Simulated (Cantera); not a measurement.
A Cantera script and what it prints.

```python
import numpy as np
import cantera as ct

gas_names = [...]  # 110 gases of nasa_gas.yaml made of C, H, O
cond_names = """
    C(gr) C6H6(L) C7H8(L) C8H18(L),n-octa H2O(s) H2O(L)
""".split()


# ... load() reads the species with a 1 bar reference pressure and builds the phases ...
atoms = {
    'C2H5OH': {'C': 2, 'H': 6, 'O': 1},
    'CO2': {'C': 1, 'O': 2},
    'H2': {'H': 2},
    'O2': {'O': 2},
}
top_T = {'C(gr)': 4500}  # K; cautious upper limits of use, not melting points


# ... equilibrate(T, P, feed) seeds the gas with the atoms and calls Mixture.equilibrate('TP', solver="vcs", rtol=1e-11, max_steps=5000) ...
results = []
feed = {'C2H5OH': 1, 'CO2': 0.038, 'H2': 3.5, 'O2': 1.5}  # mol
T = 1448  # K
P = 101325  # Pa
mix = equilibrate(T, P, feed)
results.append((T, P, feed, dict(zip(mix.species_names, mix.species_moles))))
print(gas.report(threshold=1e-05))
for i in range(1, mix.n_phases):
    print(f"{mix.phase(i).name:16s} {mix.phase_moles(i):12.5e} mol")
```

Result:

```
       temperature   1448 K
          pressure   1.0132e+05 Pa
           density   0.10133 kg/m^3
  mean mol. weight   12.04 kg/kmol
   phase of matter   gas

                          1 kg             1 kmol
                     ---------------   ---------------
          enthalpy       -3.9227e+06       -4.7228e+07  J
   internal energy       -4.9227e+06       -5.9267e+07  J
           entropy             18220        2.1936e+05  J/K
    Gibbs function       -3.0305e+07       -3.6487e+08  J
 heat capacity c_p            3038.8             36586  J/K
 heat capacity c_v            2348.2             28271  J/K

                      mass frac. Y      mole frac. X     chem. pot. / RT
                     ---------------   ---------------   ---------------
                CO           0.48003           0.20633           -37.401
               CO2            0.1183          0.032364           -66.123
                H2          0.092927           0.55496           -19.076
               H2O           0.30874           0.20633           -47.799
     [ +106 minor]        2.8589e-06        8.4439e-06

C(gr)             0.00000e+00 mol
```

Method: chemical equilibrium by Gibbs-energy minimisation in Cantera with the NASA 1993 tables (ideal gas, pure condensed phases).
